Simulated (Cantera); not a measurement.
A closed system holds: 1 mol HI, 0.15 mol H2, equilibrated at 0.120 bar.

These are equilibrium values from Cantera (NASA tables, ideal gas, pure condensed phases), not measurements of a reactor. Candidate condensed phases: I2; 5 gas species. The numbers say what is thermodynamically allowed, not how fast it happens.

x: gas mole fraction; nothing condenses.

```
T (°C)   x HI      x I   x H2     x I2
------  -----  -------  -----  -------
575     0.723  0.00794  0.201   0.0674
650     0.700   0.0197  0.210   0.0706
725     0.669   0.0417  0.219   0.0703
800     0.627   0.0772  0.230   0.0659
875     0.573    0.127  0.243   0.0575
950     0.508    0.187  0.258   0.0465
1025    0.437    0.252  0.275   0.0350
1100    0.367    0.315  0.292   0.0249
1175        ?        ?  0.309        ?
1250        ?        ?  0.324        ?
1325    0.200    0.456  0.336  0.00767
```

**Question.** Some entries are withheld; supply them.

**Answer.** 
- 1175, x HI: 0.303
- 1175, x I: 0.371
- 1175, x I2: 0.0171
- 1250, x HI: 0.247
- 1250, x I: 0.418
- 1250, x I2: 0.0115
